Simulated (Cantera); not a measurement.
An isothermal, constant-pressure homogeneous reactor starts with 0.524 % CH4, 99.5 % N2, at 1523 K and 22.5 Torr.

Model: GRI-Mech 3.0 (53 species, 325 reactions), integrated in Cantera. GRI-Mech 3.0 stops at C3 and has no aromatics, soot or wall deposition, so with more carbon than oxygen in the feed, carbon stays in small species such as C2H2 where larger ones or solid carbon would form. Radical loss at walls, strong at low pressure, is not modelled.

x: mole fraction; the columns are a selection and need not sum to one.

```tsv
t (s)	x CH4	x C2H6	x CH2	x C2H	x C2H2	x H
7.00e-6	0.00524	<1e-12	<1e-12	<1e-12	<1e-12	5.37e-10
2.54e-5	0.00524	<1e-12	<1e-12	<1e-12	<1e-12	1.89e-9
9.21e-5	0.00524	<1e-12	<1e-12	<1e-12	<1e-12	6.18e-9
0.000334	0.00524	<1e-12	<1e-12	<1e-12	<1e-12	1.58e-8
0.00121	0.00524	<1e-12	<1e-12	<1e-12	<1e-12	2.33e-8
0.00439	0.00523	3.37e-11	6.46e-12	<1e-12	<1e-12	2.38e-8
0.0159	0.00523	?	6.08e-11	<1e-12	2.63e-11	2.42e-8
0.0578	0.00523	?	6.50e-10	<1e-12	4.67e-9	2.91e-8
0.210	0.00519	?	6.78e-9	4.64e-12	7.88e-7	9.45e-8
0.760	0.00467	?	4.23e-8	3.66e-10	0.000102	1.04e-6
2.76	0.00256	?	3.67e-8	2.91e-9	0.00123	4.21e-6
10.0	0.000864	?	1.78e-8	5.38e-9	0.00216	7.49e-6
```

Problem. Some entries are withheld; supply them.

Solution. 
- 0.0159, x C2H6: 1.28e-9
- 0.0578, x C2H6: 3.00e-8
- 0.210, x C2H6: 4.50e-7
- 0.760, x C2H6: 3.15e-6
- 2.76, x C2H6: 1.23e-6
- 10.0, x C2H6: 1.70e-7
